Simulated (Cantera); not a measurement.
A Cantera script and what it prints.

```python
import numpy as np
import cantera as ct

gas_names = """
    H H2 N NH NH2 NH3 N2 N2H2 N2H4 Ni
""".split()
cond_names = """
    Ni(cr) Ni(L)
""".split()


# ... load() reads the species with a 1 bar reference pressure and builds the phases ...
atoms = {
    'Ni': {'Ni': 1},
    'NH3': {'N': 1, 'H': 3},
    'N2': {'N': 2},
}
top_T = {}  # K; cautious upper limits of use, not melting points


# ... equilibrate(T, P, feed) seeds the gas with the atoms and calls Mixture.equilibrate('TP', solver="vcs", rtol=1e-11, max_steps=5000) ...
results = []
feed = {'Ni': 1, 'NH3': 0.7, 'N2': 62}  # mol
T = 1673.15  # K
for P in [10, 82, 670, 5500, 45000, 370000, 3000000]:
    mix = equilibrate(T, P, feed)
    results.append((T, P, feed, dict(zip(mix.species_names, mix.species_moles))))
    x = sorted(zip(gas.X, gas.species_names), reverse=True)
    print(f"T = {T:g} K  P = {P:g} Pa  gas = {mix.phase_moles(0):.4g} mol")
    print("   x: " + "  ".join(f"{s} {v:.3e}" for v, s in x if v > 0.001))
    print("   condensed (mol): " + ("  ".join(f"{mix.phase(i).name} {mix.phase_moles(i):.4g}"
          for i in range(1, mix.n_phases) if mix.phase_moles(i) > 1e-12) or "none"))
```

It prints:

```
T = 1673.15 K  P = 10 Pa  gas = 64.45 mol
   x: N2 9.675e-01  H2 1.558e-02  Ni 1.552e-02  H 1.424e-03
   condensed (mol): none
T = 1673.15 K  P = 82 Pa  gas = 63.55 mol
   x: N2 9.812e-01  H2 1.627e-02  Ni 2.040e-03
   condensed (mol): Ni(cr) 0.8703
T = 1673.15 K  P = 670 Pa  gas = 63.42 mol
   x: N2 9.831e-01  H2 1.647e-02
   condensed (mol): Ni(cr) 0.9842
T = 1673.15 K  P = 5500 Pa  gas = 63.4 mol
   x: N2 9.834e-01  H2 1.653e-02
   condensed (mol): Ni(cr) 0.9981
T = 1673.15 K  P = 45000 Pa  gas = 63.4 mol
   x: N2 9.834e-01  H2 1.655e-02
   condensed (mol): Ni(cr) 0.9998
T = 1673.15 K  P = 370000 Pa  gas = 63.4 mol
   x: N2 9.834e-01  H2 1.656e-02
   condensed (mol): Ni(cr) 1
T = 1673.15 K  P = 3e+06 Pa  gas = 63.4 mol
   x: N2 9.834e-01  H2 1.656e-02
   condensed (mol): Ni(cr) 1
```

Method: chemical equilibrium by Gibbs-energy minimisation in Cantera with the NASA 1993 tables (ideal gas, pure condensed phases).
